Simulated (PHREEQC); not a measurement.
HCl is added in steps, without added water, to 1 kg of water holding 27 mmol/kgw ZnSO4, 110 mmol/kgw MgSO4 and 0.034 mmol/kgw NaH2PO4, at 5.2 °C. Oxygen is held at 0.21 atm. The system is closed to CO2. No solid was allowed to form.

Base run: PHREEQC, ion-association model, wateq4f.dat. Each further column changes one thing. The table gives pH.

```
HCl added (mol)  base  ZnSO4 from 0.027 to 0.0027 mol/kgw  diluted 100-fold with water  MgSO4 replaced by Rb2SO4 at the same molality  solids may form
---------------  ----  ----------------------------------  ---------------------------  ---------------------------------------------  ---------------
0                5.70                                5.71                          [?]                                           5.92             5.70
0.0028           3.01                                3.00                         2.61                                           3.12             3.01
0.007            2.61                                2.60                         2.21                                           2.72             2.61
0.0112           2.40                                2.39                          [?]                                           2.51             2.40
0.014            2.30                                2.29                          [?]                                           2.41             2.30
0.0168           2.22                                2.21                          [?]                                           2.32             2.22
0.021            2.12                                2.10                          [?]                                           2.22             2.12
0.0252           2.03                                2.02                          [?]                                           2.14             2.03
0.028            1.98                                1.97                          [?]                                           2.09             1.98
```

Q: What belongs in the gaps?

A: 
- 0, diluted 100-fold with water: 6.57
- 0.0112, diluted 100-fold with water: 2.01
- 0.014, diluted 100-fold with water: 1.92
- 0.0168, diluted 100-fold with water: 1.84
- 0.021, diluted 100-fold with water: 1.74
- 0.0252, diluted 100-fold with water: 1.67
- 0.028, diluted 100-fold with water: 1.62

H3PO4, which wateq4f.dat lacks, is added to it with the constant of phreeqc.dat. At this temperature some constants are extrapolated from 25 °C, and those without enthalpy data are left unchanged. The database has no phosphate complexes of Zn. Solids allowed in the column 'solids may form': Brucite, Zn(OH)2-e, Zn4(OH)6SO4, Zn5(OH)8Cl2, Zn3(PO4)2:4w, Halite, Mirabilite, Epsomite, Goslarite.
